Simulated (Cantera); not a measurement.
Source: NASA polynomial tables (part measured, part estimated), evaluated in Cantera. Values are per mole of reaction as written; species without (g) are pure solids or liquids, kept so even where they would boil at 1 bar.

2 Ti3O5 = 3 Ti2O3 + O(g)

```csv
T (K),ΔH° (kJ),ΔS° (J/K),ΔG° (kJ),log10 K,condensed phases
1273,(withheld),(withheld),(withheld),(withheld),"Ti3O5(s), Ti2O3(s)"
1473,622.1,135.5,422.4,-14.98,"Ti3O5(s), Ti2O3(s)"
1673,621.8,135.3,395.3,-12.34,"Ti3O5(s), Ti2O3(s)"
1873,(withheld),(withheld),(withheld),(withheld),"Ti3O5(s), Ti2O3(s)"
2073,(withheld),(withheld),(withheld),(withheld),"Ti3O5(l), Ti2O3(s)"
2273,(withheld),(withheld),(withheld),(withheld),"Ti3O5(l), Ti2O3(l)"
2473,563.5,102.6,309.6,-6.54,"Ti3O5(l), Ti2O3(l)"
2673,554.7,99.2,289.4,-5.66,"Ti3O5(l), Ti2O3(l)"
```

Task: Complete the blanks.

Result: 
- 1273, ΔH° (kJ): 619.2
- 1273, ΔS° (J/K): 133.4
- 1273, ΔG° (kJ): 449.4
- 1273, log10 K: -18.44
- 1873, ΔH° (kJ): 618.1
- 1873, ΔS° (J/K): 133.3
- 1873, ΔG° (kJ): 368.4
- 1873, log10 K: -10.27
- 2073, ΔH° (kJ): 267.7
- 2073, ΔS° (J/K): -37.8
- 2073, ΔG° (kJ): 346.0
- 2073, log10 K: -8.72
- 2273, ΔH° (kJ): 572.3
- 2273, ΔS° (J/K): 106.4
- 2273, ΔG° (kJ): 330.5
- 2273, log10 K: -7.60
